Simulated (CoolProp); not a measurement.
Saturated liquid density (kg/m³) of ethylbenzene: the reference equation beside estimates from Tc = 617.1 K, pc = 3.622 MPa, ω = 0.304. Rackett uses Z = 0.29056 − 0.08775 ω.

Computed with CoolProp (reference Helmholtz-energy equation of state, Zhou 2012).

| T (K) | reference | Rackett | Redlich-Kwong | Soave-Redlich-Kwong |
|---|---|---|---|---|
| 433.3 | 735.9 | 729.0 | 618.8 | 649.5 |
| 436.6 | 732.5 | 725.4 | 615.2 | 646.1 |
| 440 | 728.9 | 721.8 | 611.5 | 642.6 |
| 443.3 | 725.3 | 718.2 | 607.9 | 639.1 |
| 446.7 | 721.7 | 714.4 | 604.0 | 635.4 |
| 450 | 718.1 | 710.8 | 600.3 | 631.8 |
| 453.3 | 714.5 | 707.1 | 596.5 | 628.2 |
| 456.7 | 710.8 | 703.2 | 592.5 | 624.3 |
| 460 | 707.1 | 699.5 | 588.6 | 620.5 |
| 463.3 | 703.4 | 695.7 | 584.7 | 616.7 |
| 466.7 | 699.5 | 691.7 | 580.6 | 612.7 |
| 470 | 695.7 | 687.8 | 576.5 | 608.7 |
| 473.4 | 691.8 | 683.8 | 572.3 | 604.6 |

Absolute difference from the reference over all 13 rows, mean and median: Rackett 1.0 and 1.0 %, Redlich-Kwong 16.5 and 16.5 %, Soave-Redlich-Kwong 12.1 and 12.1 %.
